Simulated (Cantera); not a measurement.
Input: 1 mol MgO, 1.5 mol SO3, 3.1 mol O2, held at 0.0540 bar.

Cantera equilibrium calculation (NASA polynomials, part measured and part estimated; ideal gas, pure solids and liquids). Candidate condensed phases: Mg, MgO, MgS, MgSO4, S; 14 gas species. The numbers say what is thermodynamically allowed, not how fast it happens.

Task: Which condensed phases are stable at each of these points (T (K)): 650, 750, 850, 950, 1050, 1150, 1250, 1350, 1450?

Result: 
| T (K) | condensed phases | Mg condensed (%) |
|---|---|---|
| 650 | MgSO4(s) | 100.0 |
| 750 | MgSO4(s) | 100.0 |
| 850 | MgSO4(s) | 100.0 |
| 950 | MgSO4(s) | 100.0 |
| 1050 | MgSO4(s) | 100.0 |
| 1150 | MgSO4(s) | 100.0 |
| 1250 | MgO(s) | 100.0 |
| 1350 | MgO(s) | 100.0 |
| 1450 | MgO(s) | 100.0 |

From 650 K to 1150 K the condensed part is MgSO4(s). From 1250 K to 1450 K the condensed part is MgO(s).
